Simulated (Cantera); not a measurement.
Stirred combustor or abatement burner

A perfectly stirred reactor is fed with C3H8 : O2 : N2 = 1 : 5.7 : 22.7 (molar parts), equivalence ratio 0.88, at 1000000 Pa; it is adiabatic with a 775 K inlet, and is followed from long to short residence time, starting on the burning branch (τ in s: 0.059, 0.032, 0.017, 0.009, 0.0048, 0.0025, 0.0014, 0.00072, 0.00038, 0.0002, 0.00011, 5.8e-05, 3.1e-05).

Computed with Cantera and GRI-Mech 3.0 (53 species, 325 reactions). GRI-Mech 3.0 was tuned for natural gas; its chemistry of propane as a main component is partial and can be far from experiment.

```json
[
 {"τ (s)": "0.059", "T (K)": "2428", "x C3H8": "2.92e-8", "x O2": "0.0221", "x N2O": "1.10e-6", "x H2O": "0.128", "x NO": "0.00543"},
 {"τ (s)": "0.032", "T (K)": "2429", "x C3H8": "5.35e-8", "x O2": "0.0223", "x N2O": "1.12e-6", "x H2O": "0.128", "x NO": "0.00489"},
 {"τ (s)": "0.017", "T (K)": "2429", "x C3H8": "9.96e-8", "x O2": "0.0228", "x N2O": "1.14e-6", "x H2O": "0.128", "x NO": "0.00415"},
 {"τ (s)": "0.0090", "T (K)": "2429", "x C3H8": "1.85e-7", "x O2": "0.0233", "x N2O": "1.16e-6", "x H2O": "0.127", "x NO": "0.00329"},
 {"τ (s)": "0.0048", "T (K)": "2428", "x C3H8": "3.40e-7", "x O2": "0.0238", "x N2O": "1.19e-6", "x H2O": "0.127", "x NO": "0.00245"},
 {"τ (s)": "0.0025", "T (K)": "2424", "x C3H8": "6.35e-7", "x O2": "0.0244", "x N2O": "1.22e-6", "x H2O": "0.127", "x NO": "0.00171"},
 {"τ (s)": "0.0014", "T (K)": "2417", "x C3H8": "1.09e-6", "x O2": "0.0251", "x N2O": "1.25e-6", "x H2O": "0.127", "x NO": "0.00122"},
 {"τ (s)": "0.00072", "T (K)": "2403", "x C3H8": "2.00e-6", "x O2": "0.0260", "x N2O": "1.30e-6", "x H2O": "0.126", "x NO": "0.000822"},
 {"τ (s)": "0.00038", "T (K)": "2383", "x C3H8": "3.51e-6", "x O2": "0.0271", "x N2O": "1.35e-6", "x H2O": "0.125", "x NO": "0.000567"},
 {"τ (s)": "0.00020", "T (K)": "2355", "x C3H8": "6.02e-6", "x O2": "0.0286", "x N2O": "1.38e-6", "x H2O": "0.124", "x NO": "0.000393"},
 {"τ (s)": "0.00011", "T (K)": "2321", "x C3H8": "9.88e-6", "x O2": "0.0304", "x N2O": "1.37e-6", "x H2O": "0.122", "x NO": "0.000279"},
 {"τ (s)": "5.8e-5", "T (K)": "2277", "x C3H8": "1.68e-5", "x O2": "0.0328", "x N2O": "1.31e-6", "x H2O": "0.120", "x NO": "0.000193"},
 {"τ (s)": "3.1e-5", "T (K)": "2224", "x C3H8": "2.92e-5", "x O2": "0.0359", "x N2O": "1.22e-6", "x H2O": "0.118", "x NO": "0.000133"}
]
```
x: mole fraction; the columns are a selection and need not sum to one.
